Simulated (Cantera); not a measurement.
Mixture: CH4 : C2H6 : C3H8 : O2 : N2 : CO2 = 1 : 0.11 : 0.2 : 2.6 : 9.89 : 0.8 (molar parts), equivalence ratio 1.3, at 1.01 bar, adiabatic and at constant volume. Ignition delay is the time to a rise of 400 K.

Detailed kinetics in Cantera: GRI-Mech 3.0 (53 species, 325 reactions).

Predict: delay at 1050 K; delay at 1200 K; delay at 1350 K; delay at 1500 K; apparent activation energy between 1425 and 1575 K.


```json
{
  "delay at 1050 K": "64.3 ms",
  "delay at 1200 K": "5.42 ms",
  "delay at 1350 K": "0.617 ms",
  "delay at 1500 K": "0.124 ms",
  "apparent activation energy between 1425 and 1575 K": "170 kJ/mol"
}
```
